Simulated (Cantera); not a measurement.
Cantera run:

```python
import numpy as np
import cantera as ct

gas_names = [...]  # 123 gases of nasa_gas.yaml made of C, H, O, Si
cond_names = """
    C(gr) C6H6(L) C7H8(L) C8H18(L),n-octa H2O(s) H2O(L) Si(cr) Si(L) SiC(b) SiO2(Lqz) SiO2(hqz) SiO2(L)
""".split()


# ... load() reads the species with a 1 bar reference pressure and builds the phases ...
atoms = {
    'SiC': {'Si': 1, 'C': 1},
    'O2': {'O': 2},
    'H2': {'H': 2},
    'H2O': {'H': 2, 'O': 1},
}
top_T = {'C(gr)': 4500, 'SiC(b)': 3050}  # K; cautious upper limits of use, not melting points


# ... equilibrate(T, P, feed) seeds the gas with the atoms and calls Mixture.equilibrate('TP', solver="vcs", rtol=1e-11, max_steps=5000) ...
results = []
feed = {'SiC': 1, 'O2': 0.77, 'H2': 8.9, 'H2O': 0.033}  # mol
T = 1023  # K
for P in [0.1, 1, 10, 100, 1000, 10000, 100000, 1000000]:
    mix = equilibrate(T, P, feed)
    results.append((T, P, feed, dict(zip(mix.species_names, mix.species_moles))))
    x = sorted(zip(gas.X, gas.species_names), reverse=True)
    print(f"T = {T:g} K  P = {P:g} Pa  gas = {mix.phase_moles(0):.4g} mol")
    print("   x: " + "  ".join(f"{s} {v:.3e}" for v, s in x if v > 0.001))
    print("   condensed (mol): " + ("  ".join(f"{mix.phase(i).name} {mix.phase_moles(i):.4g}"
          for i in range(1, mix.n_phases) if mix.phase_moles(i) > 1e-12) or "none"))
```

Output:

```
T = 1023 K  P = 0.1 Pa  gas = 9.458 mol
   x: H2 9.445e-01  CO 5.545e-02
   condensed (mol): SiC(b) 0.4755  SiO2(hqz) 0.524
T = 1023 K  P = 1 Pa  gas = 9.194 mol
   x: H2 9.716e-01  CO 2.840e-02
   condensed (mol): C(gr) 0.3948  SiC(b) 0.3441  SiO2(hqz) 0.6559
T = 1023 K  P = 10 Pa  gas = 8.958 mol
   x: H2 9.972e-01  CO 2.840e-03
   condensed (mol): C(gr) 0.7483  SiC(b) 0.2262  SiO2(hqz) 0.7738
T = 1023 K  P = 100 Pa  gas = 8.935 mol
   x: H2 9.996e-01
   condensed (mol): C(gr) 0.782  SiC(b) 0.2148  SiO2(hqz) 0.7852
T = 1023 K  P = 1000 Pa  gas = 8.927 mol
   x: H2 9.992e-01
   condensed (mol): C(gr) 0.7794  SiC(b) 0.2136  SiO2(hqz) 0.7864
T = 1023 K  P = 10000 Pa  gas = 8.867 mol
   x: H2 9.926e-01  CH4 7.391e-03
   condensed (mol): C(gr) 0.7209  SiC(b) 0.2135  SiO2(hqz) 0.7865
T = 1023 K  P = 100000 Pa  gas = 8.384 mol
   x: H2 9.345e-01  CH4 6.551e-02
   condensed (mol): C(gr) 0.2372  SiC(b) 0.2135  SiO2(hqz) 0.7865
T = 1023 K  P = 1e+06 Pa  gas = 8.147 mol
   x: H2 9.035e-01  CH4 9.654e-02
   condensed (mol): SiC(b) 0.2135  SiO2(hqz) 0.7865
```

Equilibrium computed with Cantera from the NASA thermochemical tables; the gas is ideal and each condensed phase is pure. Mutual solubility and eutectic melting of coexisting phases are not modelled.
